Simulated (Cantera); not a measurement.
A closed system holds: 1 mol MgF2, 1.9 mol H2O, 2.4 mol N2, 1.7 mol O2, held at 1473.15 K.

Method: chemical equilibrium by Gibbs-energy minimisation in Cantera with the NASA 1993 tables (ideal gas, pure condensed phases). Candidate condensed phases: H2O, Mg, MgF2, MgO, Mg(OH)2; 50 gas species. Mutual solubility and eutectic melting of coexisting phases are not modelled. Equilibrium is a limit: real reactors are often held back by kinetics, nucleation or transport.

Task: Which condensed phases are stable at each of these points (P (Pa)): 0.100, 0.560, 3.20, 18, 100, 560, 3200, 18000, 100000?

Result: 
```csv
P (Pa),condensed phases,Mg condensed (%)
0.100,MgO(s),99.7
0.560,MgO(s),99.7
3.20,MgO(s),99.7
18,MgO(s),99.7
100,MgO(s),99.7
560,MgO(s),99.7
3200,MgO(s),99.7
18000,MgF2(s) + MgO(s),99.9
100000,MgF2(s) + MgO(s),100.0
```

From 0.000750 Torr to 24.0 Torr the condensed part is MgO(s). From 135 Torr to 750 Torr the condensed part is MgF2(s) + MgO(s).
